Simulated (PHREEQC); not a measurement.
Make-up at 30 °C: 0.0019 mol/kgw HF, 0.0165 mol/kgw NH4F and 0.0058 mol/kgw H2SiF6. Closed to the air; pH follows from the charge balance.

The numbers come from PHREEQC with the ion-association model, phreeqc.dat.

No solid was allowed to form.

Problem. Order these F species by the share of F that they hold, largest first: HF, SiF6-2, HF2-, F-.

Solution. SiF6-2 (65 %), HF (22 %), F- (12 %), HF2- (1.1 %)

The pH is 2.87 and the ionic strength 0.0238 mol/kgw. Complexes and solids missing from the database can't appear. SiF6-2 is the database's only silicon fluoride.
